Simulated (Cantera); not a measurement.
# Pyrogenic steam for wet oxidation

An isothermal, constant-pressure homogeneous reactor starts with 7.77 % H2, 4.85 % O2, 87.4 % N2, equivalence ratio 0.80, at 1050 K and 750 Torr.

Cantera simulation using the H2/O2 subset of GRI-Mech 3.0, which has no nitrogen chemistry; the numbers are that mechanism's predictions, not measurements. The temperature is held fixed by assumption; the heat of reaction is taken as removed at once.

```csv
t (s),x H2,x O2,x H,x OH,x HO2,x H2O
7.00e-6,0.0777,0.0485,6.81e-11,2.63e-12,7.78e-11,1.03e-11
3.54e-5,0.0777,0.0485,5.69e-10,2.91e-11,6.04e-10,5.33e-10
0.000179,0.0777,0.0485,1.42e-7,7.52e-9,1.20e-7,2.78e-7
0.000906,0.00358,0.0119,0.000481,0.000188,1.12e-5,0.0767
0.00458,0.000460,0.0103,3.62e-6,1.22e-5,5.76e-6,0.0803
0.0232,0.000160,0.0102,1.95e-7,1.85e-6,2.97e-6,0.0806
0.117,4.57e-5,0.0101,1.86e-8,5.75e-7,1.10e-6,0.0808
0.593,6.52e-6,0.0101,9.29e-10,1.86e-7,1.90e-7,0.0808
3.00,9.19e-8,0.0101,8.70e-12,1.15e-7,3.14e-9,0.0808
```
x: mole fraction; the columns are a selection and need not sum to one.

Equilibrium at this temperature and pressure: H2 2.93e-10, O2 0.0101, H <1e-12, OH 1.23e-7, HO2 1.84e-10, H2O 0.0808 (gas phase only).
